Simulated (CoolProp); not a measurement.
Vapour-liquid equilibrium of R22 (1) + n-pentane (2) at 222.2 K; x and y are mole fractions of (1).

Values from CoolProp's multi-fluid Helmholtz-energy mixture model, Kamei 1995 and Thol 2019; pair parameters Bell 2016.

```tsv
x	bubble pressure (MPa)	y at the bubble point	dew pressure at overall composition x (MPa)	liquid density (mol/L)
0.05	0.009632	0.874	0.001332	9.815
0.2	0.02906	(withheld)	(withheld)	(withheld)
0.35	(withheld)	0.976	0.001941	11.30
0.5	0.04617	0.981	0.002516	12.21
0.65	0.04965	0.984	0.003576	13.26
0.8	0.05324	0.988	(withheld)	14.52
0.95	0.05883	0.996	0.02247	(withheld)
```

**Question.** Fill in the missing entries.

**Answer.** 
- 0.2, y at the bubble point: 0.963
- 0.2, dew pressure at overall composition x (MPa): 0.001580
- 0.2, liquid density (mol/L): 10.51
- 0.35, bubble pressure (MPa): 0.04035
- 0.8, dew pressure at overall composition x (MPa): 0.006177
- 0.95, liquid density (mol/L): 16.05

No azeotrope shows between x = 0.05 and 0.95.

The pair parameters rest on a limited set of measurements; away from them the model extrapolates. With so large a gap from Raoult's law the liquid may split in two, which this calculation doesn't test in full.
